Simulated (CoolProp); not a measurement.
n-octane along the isobar 3.85 bar: density (kg/m³) from the reference equation and from simpler models built on Tc = 568.7 K, pc = 24.84 bar, ω = 0.398; each cubic takes its own stable root.

Model: reference Helmholtz-energy equation of state, Beckmüller 2019, in CoolProp.

```
T (K)   phase  reference
-----  ------  ---------
452.3  liquid      555.9
469.1     gas      12.88
485.9     gas      12.20
502.7     gas      11.61
519.6     gas      11.09
536.4     gas      10.63
553.2     gas      10.22
570.1     gas      9.846
586.9     gas      9.504
603.7     gas      9.189
```

Q: How far does each simpler model (van der Waals, Redlich-Kwong, Soave-Redlich-Kwong, Peng-Robinson) lie from the reference over these 10 states: mean and median of the absolute difference, and the worst?

A: 
- van der Waals: mean 11.8 %, median 2.1 %, worst -97.7 % at 452.3 K and 3.85 bar
- Redlich-Kwong: mean 10.7 %, median 0.9 %, worst -97.6 % at 452.3 K and 3.85 bar
- Soave-Redlich-Kwong: mean 2.1 %, median 0.5 %, worst -14.8 % at 452.3 K and 3.85 bar
- Peng-Robinson: mean 0.6 %, median 0.3 %, worst -3.3 % at 452.3 K and 3.85 bar

At some of these states van der Waals, Redlich-Kwong gives the other phase, because its saturation line lies elsewhere.
